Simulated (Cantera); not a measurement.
Cantera run, input and output.

```python
import numpy as np
import cantera as ct

gas = ct.Solution("gri30.yaml")


def delay(T, t_max=10):
    gas.TPX = T, 101325, {'CH4': 1, 'C2H6': 0.13, 'C3H8': 0.33, 'O2': 8.55, 'N2': 32.2}
    reactor = ct.IdealGasConstPressureReactor(gas, clone=False)
    net = ct.ReactorNet([reactor])
    net.rtol, net.atol = 1e-8, 1e-16
    while net.time < t_max:
        t_old, T_old = net.time, reactor.T
        net.step()
        if reactor.T > T + 400:  # ignition: a rise of 400 K
            return t_old + (T + 400 - T_old) / (reactor.T - T_old) * (net.time - t_old)
    return np.nan


taus = []
for T in [1225, 1275, 1325, 1375, 1425, 1475]:
    taus.append(delay(T))
    print(f"T0 = {T:6g} K   tau = {taus[-1]:.4e} s")
```

Result:

```
T0 =   1225 K   tau = 2.5671e-03 s
T0 =   1275 K   tau = 1.2056e-03 s
T0 =   1325 K   tau = 6.0867e-04 s
T0 =   1375 K   tau = 3.3120e-04 s
T0 =   1425 K   tau = 1.9381e-04 s
T0 =   1475 K   tau = 1.2129e-04 s
```

Detailed kinetics in Cantera: GRI-Mech 3.0 (53 species, 325 reactions). GRI-Mech 3.0 was tuned for natural gas; its chemistry of propane as a main component is partial and can be far from experiment.
